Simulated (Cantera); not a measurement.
A closed system holds: 1 mol Si₃N₄, 0.1 mol H₂, held at 1950 K and 0.270 bar.

Cantera equilibrium calculation (NASA polynomials, part measured and part estimated; ideal gas, pure solids and liquids). Candidate condensed phases: Si, Si₃N₄; 18 gas species. Mutual solubility and eutectic melting of coexisting phases are not modelled. Gases not in the tables: Si₂H₆ and higher silanes. Equilibrium is a limit: real reactors are often held back by kinetics, nucleation or transport.

Q: What is the equilibrium state?

A: 
- x(H₂): 0.688
- x(N₂): 0.310
- x(H): 0.00183
- x(Si): 8.82e-5
- x(SiH₂): 5.45e-5
- x(SiH): 2.91e-5
- x(Si₂N): 1.03e-5
- x(SiN): 7.51e-6
- x(NH₃): 1.88e-6
- n(Si(l)): 0.0676 mol
- n(Si₃N₄(s)): 0.977 mol
- gas amount: 0.1452 mol
